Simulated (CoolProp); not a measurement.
Saturation properties of CH2F2 (R32) (Tc = 351.3 K, pc = 5.783 MPa, ω = 0.277).

The numbers come from the reference Helmholtz-energy equation of state, Tillner-Roth 1997 in CoolProp.

```
T (K)   p (MPa)  enthalpy of vaporisation (kJ/kg)  vapour Z  surface tension (mN/m)  liquid conductivity (mW/(m K))
-----  --------  --------------------------------  --------  ----------------------  ------------------------------
184    0.009482                             419.4    0.9910                    28.4                             218
190.9   0.01591                             412.9    0.9873                    26.9                             214
197.9   0.02576                             406.1    0.9826                    25.4                             209
204.8   0.03993                             399.3    0.9769                    24.0                             205
211.8   0.06022                             392.1    0.9699                    22.6                             200
218.7   0.08767                             384.9    0.9617                    21.2                             195
225.7    0.1249                             377.2    0.9520                    19.8                             190
232.6    0.1730                             369.4    0.9409                    18.5                             186
239.6    0.2356                             361.2    0.9282                    17.1                             180
```

It boils at 221.5 K under 1 atm.

Thermal conductivity comes from a separate model (Huber 2003), an estimate that may be off by 10 % or more. Surface tension comes from a separate correlation (Mulero 2012).
